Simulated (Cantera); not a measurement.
Input: 1 mol Si, 2.7 mol H₂, 1.3 mol HCl, at 1.00 bar.

Method: chemical equilibrium by Gibbs-energy minimisation in Cantera with the NASA 1993 tables (ideal gas, pure condensed phases). Candidate condensed phases: Si; 19 gas species. The tables' values for SiCl₃, SiCl are old estimates; treat these amounts as uncertain. Gases not in the tables: Si₂H₆ and higher silanes. Rates play no part.

x: gas mole fraction; n: condensed amount in mol.

| T (K) | x H₂ | x HCl | x SiCl₂ | x SiCl₄ | x SiHCl₃ | x SiCl₃ | n Si(s) | n Si(l) |
|---|---|---|---|---|---|---|---|---|
| 1050 | 0.889 | 0.0148 | 0.000460 | 0.0565 | 0.0352 | 0.00120 | 0.650 | 0 |
| 1100 | 0.885 | 0.0211 | 0.00103 | 0.0548 | 0.0338 | 0.00201 | 0.655 | 0 |
| 1150 | 0.879 | ? | ? | 0.0524 | 0.0322 | 0.00318 | 0.661 | 0 |
| 1200 | 0.871 | 0.0386 | 0.00404 | 0.0490 | 0.0301 | 0.00475 | 0.666 | 0 |
| 1250 | 0.862 | 0.0496 | 0.00719 | 0.0447 | 0.0276 | 0.00670 | 0.671 | 0 |
| 1300 | 0.851 | 0.0618 | 0.0120 | 0.0393 | 0.0246 | 0.00890 | 0.675 | 0 |
| 1350 | 0.839 | 0.0746 | 0.0186 | 0.0330 | 0.0213 | 0.0111 | 0.676 | 0 |
| 1400 | 0.827 | 0.0872 | 0.0272 | 0.0263 | 0.0176 | 0.0130 | 0.674 | 0 |
| 1450 | 0.815 | 0.0989 | 0.0370 | 0.0196 | 0.0139 | 0.0141 | 0.669 | 0 |
| 1500 | 0.804 | 0.109 | 0.0473 | 0.0137 | 0.0105 | 0.0143 | 0.662 | 0 |
| 1550 | 0.795 | 0.117 | 0.0571 | 0.00907 | 0.00760 | 0.0136 | 0.655 | 0 |
| 1600 | 0.788 | 0.122 | ? | ? | ? | 0.0123 | 0.647 | 0 |
| 1650 | 0.783 | 0.126 | 0.0723 | 0.00349 | 0.00363 | 0.0107 | 0.641 | 0 |
| 1700 | 0.779 | 0.130 | 0.0772 | 0.00212 | 0.00247 | 0.00911 | 0 | 0.638 |

Question: Fill in the missing entries.

Answer: 
- 1150, x HCl: 0.0291
- 1150, x SiCl₂: 0.00211
- 1600, x SiCl₂: 0.0655
- 1600, x SiCl₄: 0.00571
- 1600, x SiHCl₃: 0.00531
